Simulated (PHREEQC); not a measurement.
A made-up water analysis in mg/L, 25 °C, pH 6.59, pe 8.1:

| constituent | mg/L |
|---|---|
| Na | 52.6 |
| K | 203 |
| Ca | 104 |
| Mg | 51.8 |
| Cl | 105 |
| S(6) as SO4 | 217 |
| Alkalinity as HCO3 | 616 |
| Si as SiO2 | 0.314 |

Na is adjusted to close the charge balance.
Valence states are taken as typed.

Computed with PHREEQC (ion-association model, phreeqc.dat).

| Item | Value |
|---|---|
| ionic strength | 0.0221 mol/kgw |
| specific conductance | 1680 µS/cm |

```csv
species,molality,activity,log γ
HCO3-,0.00980,0.00854,-0.060
K+,0.00516,0.00445,-0.064
CO2,0.00491,0.00494,0.002
Cl-,0.00297,0.00256,-0.064
Na+,0.00291,0.00253,-0.061
Ca+2,0.00221,0.00127,-0.240
Mg+2,0.00177,0.00103,-0.234
SO4-2,0.00175,0.000995,-0.244
MgSO4,0.000240,0.000241,0.002
CaSO4,0.000224,0.000225,0.002
CaHCO3+,0.000159,0.000139,-0.059
MgHCO3+,0.000119,0.000103,-0.063
KSO4-,3.57e-5,3.11e-5,-0.060
```

This is a speciation only: nothing precipitates in the calculation.
